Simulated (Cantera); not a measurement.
# Equilibrium for carbon deposition, reforming and gasification: CH₄ + CO₂

Charge: 1 mol CH₄, a varied amount of CO₂, at 1775 °C and 10500 Torr.

Cantera equilibrium calculation (NASA polynomials, part measured and part estimated; ideal gas, pure solids and liquids). Candidate condensed phases: C, C₆H₆, C₇H₈, C₈H₁₈, H₂O; 110 gas species. Kinetics and transport are ignored.

```
n(CO₂) (mol)   x H₂   x CO     x H₂O     x CO₂  n C(graphite)
------------  -----  -----  --------  --------  -------------
0.26          0.788  0.207  0.000222   1.22e-5          0.728
0.3           0.764  0.231  0.000240   1.53e-5          0.688
0.34          0.741  0.254  0.000256   1.85e-5          0.649
0.39          0.715  0.281  0.000273   2.26e-5          0.599
0.45          0.685  0.311  0.000290   2.76e-5          0.539
0.51          0.658  0.338  0.000303   3.27e-5          0.480
0.59          0.625  0.371  0.000316   3.95e-5          0.400
0.67          0.595  0.402  0.000325   4.61e-5          0.321
0.77          0.561  0.435  0.000333   5.42e-5          0.221
0.88          0.529  0.468  0.000337   6.28e-5          0.112
1             0.498  0.500  0.000717  0.000151              0
1.2           0.438  0.514    0.0382   0.00943              0
1.3           0.410  0.520    0.0551    0.0147              0
```
x: gas mole fraction; n: condensed amount in mol.

From 0.26 mol CO₂ to 0.88 mol CO₂ the condensed part is C(graphite). From 1 mol CO₂ to 1.3 mol CO₂ nothing is condensed. The main C-bearing gas is CO throughout.
